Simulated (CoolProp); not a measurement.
A single-stage vapour-compression cycle with the fluid: evaporating at 196.15 K (dew point), condensing at 247.15 K (bubble point), superheat 0 K, subcooling 8 K, compressor efficiency 0.9, no pressure losses. The same conditions are run with several fluids, on thermodynamics alone (safety and materials aside).

Model: reference Helmholtz-energy equation of state of each fluid (nitrous oxide: Lemmon 2006; R13: Platzer 1990; propane: Lemmon 2009; fluoroethane (R161): Wu 2012; CH3F (R41): Lemmon 2006; ethane: Bücker 2006), in CoolProp. The equations of Platzer and Polt are older, rougher fits.

Task: Rank nitrous oxide, R13, propane, fluoroethane (R161), CH3F (R41), ethane by cooling COP, highest first.

Result: propane (3.01), fluoroethane (R161) (2.95), ethane (2.84), R13 (2.82), CH3F (R41) (2.78), nitrous oxide (2.75)

| fluid | pressure ratio | discharge temperature (K) | refrigerating effect (kJ/kg) | volumetric capacity (kJ/m³) |
|---|---|---|---|---|
| nitrous oxide | 7.79 | 328.4 | 284 | 1530 |
| R13 | 7.48 | 275.4 | 106 | 913 |
| propane | 12.3 | 285.0 | 365 | 158 |
| fluoroethane (R161) | 15.5 | 314.5 | 381 | 122 |
| CH3F (R41) | 8.60 | 334.2 | 394 | 938 |
| ethane | 6.59 | 289.8 | 359 | 1270 |
